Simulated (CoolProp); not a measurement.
Vinyl chloride along the isotherm 324.2 K: Z from the reference equation and from simpler models built on Tc = 425.0 K, pc = 5600 kPa, ω = 0.160; each cubic takes its own stable root.

Computed with CoolProp (reference Helmholtz-energy equation of state, Thol 2022).

```csv
p (kPa),phase,reference
933,liquid,0.02550
1870,liquid,0.05094
2800,liquid,0.07602
3730,liquid,0.1010
4670,liquid,0.1260
5600,liquid,0.1507
6530,liquid,0.1752
7470,liquid,0.1998
8400,liquid,0.2241
9330,liquid,0.2483
10300,liquid,0.2734
11200,liquid,0.2965
12100,liquid,0.3196
13100,liquid,0.3452
14000,liquid,0.3680
```

Question: How far does each simpler model (Soave-Redlich-Kwong, Peng-Robinson) lie from the reference over these 15 states: mean and median of the absolute difference, and the worst?

Answer: 
- Soave-Redlich-Kwong: mean 7.4 %, median 7.3 %, worst +8.5 % at 324.2 K and 933 kPa
- Peng-Robinson: mean 5.0 %, median 5.0 %, worst -5.5 % at 324.2 K and 14000 kPa
